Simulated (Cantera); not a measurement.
Input (Python, Cantera):

```python
import numpy as np
import cantera as ct

gas = ct.Solution("gri30.yaml", transport_model="multicomponent")
show = ['C2H2', 'OH', 'CH4']

rows = []
print(f"{'T/K':>7s}{'rho':>11s}{'cp':>10s}{'mu':>11s}{'lambda':>11s}{'Pr':>7s}" + "".join(f"{'D_' + s:>11s}" for s in show))
for T in [400, 600, 800, 1000, 1200, 1400]:
    gas.TPX = T, 26, {'N2': 0.83, 'NO': 0.53, 'O2': 0.59}
    Pr = gas.cp_mass * gas.viscosity / gas.thermal_conductivity
    D = [gas.mix_diff_coeffs_mole[gas.species_index(s)] for s in show]
    rows.append([gas.density, gas.cp_mass, gas.viscosity, gas.thermal_conductivity, Pr, *D])
    print(f"{T:7g}{gas.density:11.4e}{gas.cp_mass:10.1f}{gas.viscosity:11.4e}"
          f"{gas.thermal_conductivity:11.4e}{Pr:7.3f}" + "".join(f"{d:11.4e}" for d in D))
print("SI units: kg/m3, J/kg/K, Pa s, W/m/K, m2/s")
```

Result:

```
    T/K        rho        cp         mu     lambda     Pr     D_C2H2       D_OH      D_CH4
    400 2.3266e-04     999.2 2.3550e-05 3.3085e-02  0.711 1.0881e-01 2.0435e-01 1.4540e-01
    600 1.5511e-04    1041.7 3.1226e-05 4.5888e-02  0.709 2.2134e-01 4.0700e-01 2.9282e-01
    800 1.1633e-04    1091.4 3.7852e-05 5.8327e-02  0.708 3.6207e-01 6.5944e-01 4.7674e-01
   1000 9.3065e-05    1133.6 4.3832e-05 7.0181e-02  0.708 5.2797e-01 9.5673e-01 6.9341e-01
   1200 7.7554e-05    1162.2 4.9364e-05 8.1076e-02  0.708 7.1699e-01 1.2955e+00 9.4026e-01
   1400 6.6475e-05    1185.7 5.4559e-05 9.1457e-02  0.707 9.2767e-01 1.6731e+00 1.2154e+00
SI units: kg/m3, J/kg/K, Pa s, W/m/K, m2/s
```

Cantera simulation using GRI-Mech 3.0 (53 species, 325 reactions); the numbers are that mechanism's predictions, not measurements. The composition is frozen, though it would react at the higher temperatures.
